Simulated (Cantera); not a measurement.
**Equilibrium for boron, boron nitride and boron oxide: B₂H₆ + O₂ + N₂**

A closed system holds: 1 mol B₂H₆, 1.6 mol O₂, 120 mol N₂, held at 0.00230 bar.

Cantera equilibrium calculation (NASA polynomials, part measured and part estimated; ideal gas, pure solids and liquids). Candidate condensed phases: B, BN, B₂O₃, B₃O₃H₃, H₂O; 39 gas species. The feed counts by its element totals alone. Rates play no part.

At 1450 K the condensed part is B₂O₃(l). From 1525 K to 2050 K nothing is condensed. The main B-bearing gas is B₂O₃ throughout.

```json
[
 {"T (K)": "1450", "x N₂": "0.971", "x H₂": "0.0223", "x H": "2.95e-5", "x B₂O₃": "0.00327", "x HBO₂": "0.00335", "x BO": "9.99e-6", "n B₂O₃(l)": "0.368"},
 {"T (K)": "1525", "x N₂": "0.968", "x H₂": "0.0219", "x H": "7.30e-5", "x B₂O₃": "0.00578", "x HBO₂": "0.00380", "x BO": "4.51e-5", "n B₂O₃(l)": "0"},
 {"T (K)": "1600", "x N₂": "0.968", "x H₂": "0.0217", "x H": "0.000167", "x B₂O₃": "0.00562", "x HBO₂": "0.00392", "x BO": "0.000111", "n B₂O₃(l)": "0"},
 {"T (K)": "1675", "x N₂": "0.967", "x H₂": "0.0214", "x H": "0.000354", "x B₂O₃": "0.00542", "x HBO₂": "0.00408", "x BO": "0.000246", "n B₂O₃(l)": "0"},
 {"T (K)": "1750", "x N₂": "0.967", "x H₂": "0.0211", "x H": "0.000704", "x B₂O₃": "0.00516", "x HBO₂": "0.00427", "x BO": "0.000495", "n B₂O₃(l)": "0"},
 {"T (K)": "1825", "x N₂": "0.967", "x H₂": "0.0205", "x H": "0.00132", "x B₂O₃": "0.00482", "x HBO₂": "0.00450", "x BO": "0.000903", "n B₂O₃(l)": "0"},
 {"T (K)": "1900", "x N₂": "0.966", "x H₂": "0.0198", "x H": "0.00233", "x B₂O₃": "0.00439", "x HBO₂": "0.00475", "x BO": "0.00150", "n B₂O₃(l)": "0"},
 {"T (K)": "1975", "x N₂": "0.965", "x H₂": "0.0187", "x H": "0.00390", "x B₂O₃": "0.00389", "x HBO₂": "0.00498", "x BO": "0.00229", "n B₂O₃(l)": "0"},
 {"T (K)": "2050", "x N₂": "0.963", "x H₂": "0.0172", "x H": "0.00620", "x B₂O₃": "0.00333", "x HBO₂": "0.00512", "x BO": "0.00326", "n B₂O₃(l)": "0"}
]
```
x: gas mole fraction; n: condensed amount in mol.
